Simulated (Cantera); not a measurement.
Charge: 1 mol PbO, 1000 mol H2, 4.2 mol N2, equilibrated at 873.15 K and 3500 Pa.

Cantera equilibrium calculation (NASA polynomials, part measured and part estimated; ideal gas, pure solids and liquids). Candidate condensed phases: H2O, Pb, PbO, PbO2, Pb3O4; 27 gas species. Rates play no part.

Base state: H2 0.995, N2 0.00418, H2O 0.000996, Pb 1.82e-5 (mole fractions); condensed: Pb(l).

Q: What changes in the equilibrium state with this change: PbO replaced by CuO?

A: 
| species | before | after |
|---|---|---|
| H2 | 0.995 | 0.995 |
| N2 | 0.00418 | 0.00418 |
| H2O | 0.000996 | 0.000996 |
| Pb | 1.82e-5 | 0 |
| Pb(l), mol | 0.982 | 0 |
| Cu(s), mol | 0 | 1.00 |
Further candidate phases: Cu, CuO, Cu(OH)2, Cu2O.

Q: What changes in the equilibrium state with this change: temperature from 873.15 K to 2000 K?

A: 
| species | before | after |
|---|---|---|
| H2 | 0.995 | 0.985 |
| H | <1e-9 | 0.00863 |
| N2 | 0.00418 | 0.00416 |
| Pb | 1.82e-5 | 0.000991 |
| H2O | 0.000996 | 0.000990 |
| Pb(l), mol | 0.982 | 0 |
